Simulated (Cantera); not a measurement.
A freely propagating, adiabatic, planar premixed flame of CO : H₂ : O₂ : N₂ = 1 : 0.17 : 0.487 : 1.83 (molar parts), unburnt at 475 K and 2.50 bar; mixture-averaged transport, grid criteria slope 0.08 and curve 0.16, no radiation.

Computed with Cantera and GRI-Mech 3.0 (53 species, 325 reactions). The hydrogen kinetics of GRI-Mech 3.0 are dated; newer H2 mechanisms differ, most at raised pressure. Burning velocities carry a grid error of a few per cent, more on coarse grids.

Q: Predict: laminar burning velocity; thermal thickness; peak x(H₂O₂).

A: 
```
Property                     Value
------------------------  --------
laminar burning velocity  135 cm/s
thermal thickness         0.216 mm
peak x(H₂O₂)               7.77e-5
```
